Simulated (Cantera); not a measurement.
An adiabatic, constant-pressure homogeneous reactor starts with C3H8 : O2 : N2 : CO2 = 1 : 6.25 : 16.2 : 0.56 (molar parts), equivalence ratio 0.80, at 1150 K and 5.50 bar. Integrator tolerance rtol = 1e-08.

Detailed kinetics in Cantera: GRI-Mech 3.0 (53 species, 325 reactions). GRI-Mech 3.0 was tuned for natural gas; its chemistry of propane as a main component is partial and can be far from experiment.

```
quantity                                                            before                                    after
---------------------------------  ---------------------------------------  ---------------------------------------
time of steepest temperature rise                                  5.16 ms                                  4.93 ms
temperature at 2.00 s                                               2759 K                                   3001 K
equilibrium temperature                                             2759 K                                   3001 K
x(C3H8) at 2.00 s                    <1e-12 (gas-phase equilibrium <1e-12)    <1e-12 (gas-phase equilibrium <1e-12)
x(O2) at 2.00 s                      0.0513 (gas-phase equilibrium 0.0513)    0.0519 (gas-phase equilibrium 0.0519)
x(CO2) at 2.00 s                       0.112 (gas-phase equilibrium 0.112)      0.100 (gas-phase equilibrium 0.100)
x(NO2) at 2.00 s                   1.23e-5 (gas-phase equilibrium 1.23e-5)  2.38e-5 (gas-phase equilibrium 2.38e-5)
x(OH) at 2.00 s                      0.0165 (gas-phase equilibrium 0.0165)    0.0220 (gas-phase equilibrium 0.0220)
x(HCO) at 2.00 s                   3.18e-8 (gas-phase equilibrium 3.18e-8)  1.48e-7 (gas-phase equilibrium 1.48e-7)
x(NO) at 2.00 s                      0.0153 (gas-phase equilibrium 0.0153)    0.0211 (gas-phase equilibrium 0.0211)
```

Q: What was changed between the two runs?
A) pressure from 5.50 bar to 10.0 bar
B) initial temperature 1150 to 1575 K
C) pressure from 5.50 bar to 0.330 bar
D) constant volume in place of constant pressure

A: D, constant volume in place of constant pressure
